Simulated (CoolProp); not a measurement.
Vapour-liquid equilibrium of R1234yf (1) + R152A (2) at 0.383 MPa; x and y are mole fractions of (1).

Computed with CoolProp (multi-fluid Helmholtz-energy mixture model, Lemmon 2022 and Outcalt 1996; pair parameters Bell 2023).

| x | bubble temperature (°C) | y at the bubble point | dew temperature at overall composition x (°C) | liquid density (mol/L) |
|---|---|---|---|---|
| 0.05 | 10.0 | 0.073 | 10.2 | 13.88 |
| 0.125 | 8.9 | 0.168 | 9.4 | (withheld) |
| 0.2 | 8.1 | 0.252 | 8.6 | 13.12 |
| 0.275 | 7.4 | (withheld) | 7.9 | 12.77 |
| 0.35 | 6.9 | 0.397 | 7.2 | 12.44 |
| 0.425 | 6.5 | (withheld) | 6.7 | 12.12 |
| 0.5 | (withheld) | 0.530 | (withheld) | 11.82 |
| 0.575 | 5.9 | 0.596 | 6.0 | 11.53 |
| 0.65 | 5.8 | 0.662 | 5.8 | (withheld) |
| 0.725 | 5.7 | 0.730 | 5.7 | 11.00 |
| 0.8 | 5.6 | (withheld) | 5.6 | 10.76 |
| 0.875 | 5.7 | 0.873 | 5.7 | 10.52 |
| 0.95 | 5.7 | 0.948 | 5.7 | 10.30 |

Question: Some entries are withheld; supply them.

Answer: 
- 0.125, liquid density (mol/L): 13.49
- 0.275, y at the bubble point: 0.327
- 0.425, y at the bubble point: 0.465
- 0.5, bubble temperature (°C): 6.2
- 0.5, dew temperature at overall composition x (°C): 6.3
- 0.65, liquid density (mol/L): 11.26
- 0.8, y at the bubble point: 0.800

y crosses x between x = 0.8 and 0.875: the model has an azeotrope there.

The pair parameters rest on a limited set of measurements; away from them the model extrapolates.
